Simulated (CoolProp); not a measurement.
Vapour-liquid equilibrium of acetone (1) + n-nonane (2) at 0.77 MPa; x and y are mole fractions of (1).

Values from CoolProp's multi-fluid Helmholtz-energy mixture model, Lemmon 2006 and Lemmon 2006; pair parameters Bell 2016.

```
x     bubble temperature, mixture model (°C)  bubble temperature, Raoult's law (°C)  y, mixture model  y, Raoult's law
----  --------------------------------------  -------------------------------------  ----------------  ---------------
0.05                                   228.0                                  231.2             0.270            0.288
0.15                                   195.8                                  206.7             0.610            0.598
0.25                                   175.6                                  189.3             0.758            0.752
0.35                                   163.4                                  176.0             0.828            0.840
0.45                                   155.5                                  165.5             0.868            0.895
0.55                                   149.8                                  156.8             0.895            0.931
0.65                                   145.2                                  149.5             0.917            0.955
0.75                                   141.0                                  143.3             0.938            0.973
0.85                                   136.9                                  137.8             0.961            0.986
0.95                                   132.9                                  133.0             0.986            0.996
```

The largest gap from Raoult's law is -13.7 K in bubble temperature, at x = 0.25. No azeotrope shows between x = 0.05 and 0.95.

Pair parameters are fitted to limited data, so mixtures are less certain than the pure fluids.
